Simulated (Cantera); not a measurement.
Charge: 1 mol BF₃, 0.21 mol H₂O, held at 875 K and 32000 Pa.

Equilibrium computed with Cantera from the NASA thermochemical tables; the gas is ideal and each condensed phase is pure. The numbers say what is thermodynamically allowed, not how fast it happens.

| species | before | after |
|---|---|---|
| BF₃ | 0.746 | 0.558 |
| HF | 0.127 | 0.294 |
| BOF | 2.53e-6 | 0.146 |
| B₃O₃F₃ | 0.0209 | 6.30e-6 |
| H₂O | 0.106 | 0.00106 |
| (HBO₂)₃ | 0.000211 | <1e-9 |
| BF₂ | <1e-9 | 0.000154 |
| BOF₂ | 4.97e-9 | 0.000138 |
| OH | <1e-9 | 2.00e-5 |
| F | <1e-9 | 1.92e-5 |
| O₂ | 1.63e-9 | 2.52e-5 |
Gas species are given as mole fractions.

Problem. What was changed between the two runs?
A) temperature from 875 K to 1925 K
B) H₂O from 0.21 to 0.68 mol
C) temperature from 875 K to 1023 K
D) pressure from 32000 Pa to 360 Pa

Solution. A, temperature from 875 K to 1925 K. The tables' values for BF₂ are old estimates; treat these amounts as uncertain
